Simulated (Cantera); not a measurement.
Input: 1 mol Al, 0.14 mol NH₃, a varied amount of H₂, equilibrated at 1998.15 K and 10.0 mbar.

Method: chemical equilibrium by Gibbs-energy minimisation in Cantera with the NASA 1993 tables (ideal gas, pure condensed phases). Candidate condensed phases: Al, AlN; 13 gas species. The numbers say what is thermodynamically allowed, not how fast it happens.

x: gas mole fraction; nothing condenses.

```csv
n(H₂) (mol),x H₂,x Al,x H,x N₂
12,0.905,0.0728,0.0153,___
29,0.949,0.0319,0.0156,___
47,0.962,0.0200,0.0158,___
65,0.968,0.0146,0.0158,___
83,0.972,0.0115,0.0158,___
100,0.974,0.00953,0.0158,___
120,0.975,0.00796,0.0159,___
140,0.977,0.00683,0.0159,0.000492
150,0.977,0.00638,0.0159,0.000459
170,0.978,0.00564,0.0159,___
190,0.979,0.00505,0.0159,___
```

Q: What belongs in the gaps?

A: 
- 12, x N₂: 0.00524
- 29, x N₂: 0.00229
- 47, x N₂: 0.00144
- 65, x N₂: 0.00105
- 83, x N₂: 0.000824
- 100, x N₂: 0.000686
- 120, x N₂: 0.000573
- 170, x N₂: 0.000405
- 190, x N₂: 0.000363
